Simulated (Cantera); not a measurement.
Feed: 1 mol borazine, 0.24 mol N2, 9.5 mol H2, 0.96 mol O2, held at 2350 K and 1.33 mbar.

Method: chemical equilibrium by Gibbs-energy minimisation in Cantera with the NASA 1993 tables (ideal gas, pure condensed phases). Candidate condensed phases: B, BN, B2O3, B3O3H3, H2O; 39 gas species. The feed counts by its element totals alone. The tables' values for BH2 are old estimates; treat these amounts as uncertain. Equilibrium is a limit: real reactors are often held back by kinetics, nucleation or transport.

Base state: H2 0.538, H 0.250, N2 0.0936, BO 0.0826, HBO 0.0164, B 0.0140, B2O 0.00255, BH2 0.00138 (mole fractions); condensed: B(l).

Task: What changes in the equilibrium state with this change: temperature from 2350 K to 1223 K?

Result: 
```tsv
species	before	after
H2	0.538	0.933
N2	0.0936	0.0656
HBO2	9.51e-7	0.000600
H	0.250	7.96e-6
BO	0.0826	3.60e-8
B	0.0140	<1e-9
HBO	0.0164	0.000101
B2O	0.00255	<1e-9
BH2	0.00138	<1e-9
BH	0.000288	<1e-9
BN	7.87e-5	<1e-9
B(l), mol	0.739	0
BN(s), mol	0	1.73
B2O3(l), mol	0	0.632
```
Mutual solubility and eutectic melting of coexisting phases are not modelled.
